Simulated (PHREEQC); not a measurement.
1 kg of water holding 0.45 mol/kgw NaCl, 0.19 mol/kgw KCl, 0.039 mol/kgw CaCl2, 0.0073 mol/kgw NaHCO3, 0.16 mol/kgw MgSO4 and 0.12 mol/kgw MgCl2 is evaporated at 25 °C; the solids stay in contact with the brine. CO2 is held at log p = -3.4 (atm). Only these solids could form: Arcanite, Calcite, Bischofite, Bloedite, Brucite, Burkeite, Carnallite, Epsomite, Gaylussite, Glaserite, Glauberite, Gypsum, Anhydrite, Halite, Hexahydrite, Kainite, Kalicinite, Kieserite, Leonite, Magnesite, Mirabilite, Misenite, Nahcolite, Natron, Pirssonite, Polyhalite, Portlandite, Schoenite, Sylvite, Syngenite, Thenardite, Trona, MgCl2_4H2O.

The numbers come from PHREEQC with the Pitzer model, pitzer.dat.

| water left (kg) | ionic strength | water activity | Halite (mol) | Carnallite (mol) |
|---|---|---|---|---|
| 0.9995 | 1.69 | 0.968 | 0 | 0 |
| 0.8212 | 2.04 | ___ | 0 | 0 |
| 0.6747 | 2.46 | 0.951 | 0 | 0 |
| 0.5543 | 2.97 | 0.939 | 0 | 0 |
| 0.4553 | 3.59 | 0.923 | 0 | 0 |
| 0.3739 | 4.34 | ___ | 0 | 0 |
| 0.3071 | 5.26 | 0.876 | 0 | 0 |
| 0.2521 | 6.39 | 0.840 | 0 | 0 |
| 0.2072 | 7.50 | 0.798 | 0 | 0 |
| 0.1705 | 8.61 | 0.746 | 0 | 0 |
| 0.14 | 10.2 | 0.689 | 0.0414 | 0 |
| 0.115 | 11.1 | 0.667 | 0.183 | 0 |
| 0.0939 | 11.8 | 0.645 | 0.285 | 0 |
| 0.07655 | ___ | 0.615 | ___ | 0 |
| 0.06112 | 12.9 | 0.592 | 0.396 | 0 |
| 0.04858 | 13.4 | 0.543 | 0.428 | 0 |
| 0.03502 | 13.9 | 0.507 | ___ | ___ |
| 0.0229 | 14.6 | 0.479 | 0.450 | 0.0766 |
| 0.01352 | 14.6 | 0.479 | 0.453 | 0.117 |
| 0.005817 | 14.7 | 0.473 | 0.455 | 0.150 |

Question: Fill in the missing entries.

Answer: 
- 0.8212, water activity: 0.960
- 0.3739, water activity: 0.903
- 0.07655, ionic strength: 12.6
- 0.07655, Halite (mol): 0.358
- 0.03502, Halite (mol): 0.442
- 0.03502, Carnallite (mol): 0.0343
